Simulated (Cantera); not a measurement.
Charge: 1 mol CaO, 0.064 mol H2S, 2.1 mol O2, equilibrated at 1873.15 K and 58000 Pa.

Method: chemical equilibrium by Gibbs-energy minimisation in Cantera with the NASA 1993 tables (ideal gas, pure condensed phases). Candidate condensed phases: Ca, CaO, Ca(OH)2, CaS, CaSO4, H2O, H2SO4, S; 25 gas species. The numbers say what is thermodynamically allowed, not how fast it happens.

Base state: O2 0.939, SO2 0.0298, H2O 0.0295, OH 0.000955, O 0.000301, SO3 0.000181 (mole fractions); condensed: CaO(s).

Q: What changes in the equilibrium state with this change: H2S from 0.064 to 3.1 mol?

A: 
| species | before | after |
|---|---|---|
| H2O | 0.0295 | 0.543 |
| SO2 | 0.0298 | 0.262 |
| H2 | 4.15e-6 | 0.0879 |
| O2 | 0.939 | 7.07e-7 |
| S2 | <1e-9 | 0.0673 |
| H2S | <1e-9 | 0.0148 |
| SO | 1.76e-6 | 0.0178 |
| Ca(OH)2 | 1.05e-6 | 1.46e-5 |
| SH | <1e-9 | 0.00407 |
| S2O | <1e-9 | 0.00276 |
| S | <1e-9 | 0.000447 |
| O | 0.000301 | 2.61e-7 |
| CaO(s), mol | 1.000 | 0 |
| CaS(s), mol | 0 | 1.000 |
